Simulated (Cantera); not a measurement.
A perfectly stirred reactor is fed with 18.2 % H₂, 10.7 % O₂, 69.4 % N₂, 1.71 % H₂O, equivalence ratio 0.85, at 100000 Pa; it is held at 1050 K, and followed from long to short residence time.

Computed with Cantera and the H2/O2 subset of GRI-Mech 3.0, which has no nitrogen chemistry. The temperature is held fixed by assumption; the heat of reaction is taken as removed at once.

x: mole fraction; the columns are a selection and need not sum to one.

| τ (s) | x H₂ | x O₂ | x HO₂ | x OH | x O | x H | x H₂O₂ |
|---|---|---|---|---|---|---|---|
| 0.30 | 0.00985 | 0.0224 | 3.23e-5 | 4.08e-6 | 2.71e-6 | 7.16e-6 | 1.93e-5 |
| 0.14 | ___ | 0.0237 | 3.63e-5 | ___ | ___ | ___ | 1.82e-5 |
| 0.068 | 0.0143 | 0.0246 | 3.91e-5 | 1.19e-5 | 8.75e-6 | 2.76e-5 | 1.42e-5 |
| 0.033 | 0.0161 | 0.0255 | 4.13e-5 | 2.13e-5 | 1.62e-5 | 5.43e-5 | 9.75e-6 |
| 0.016 | 0.0186 | 0.0267 | 4.38e-5 | 3.73e-5 | 2.92e-5 | 0.000106 | 6.59e-6 |
| 0.0074 | 0.0227 | 0.0287 | 4.72e-5 | 6.39e-5 | 5.23e-5 | 0.000210 | 4.61e-6 |
| 0.0035 | ___ | ___ | ___ | ___ | ___ | ___ | ___ |

### Question
Complete the blanks.

### Answer

- 0.14, x H₂: 0.0124
- 0.14, x OH: 6.74e-6
- 0.14, x O: 4.80e-6
- 0.14, x H: 1.41e-5
- 0.0035, x H₂: 0.0283
- 0.0035, x O₂: 0.0315
- 0.0035, x HO₂: 5.14e-5
- 0.0035, x OH: 0.000103
- 0.0035, x O: 8.83e-5
- 0.0035, x H: 0.000397
- 0.0035, x H₂O₂: 3.60e-6
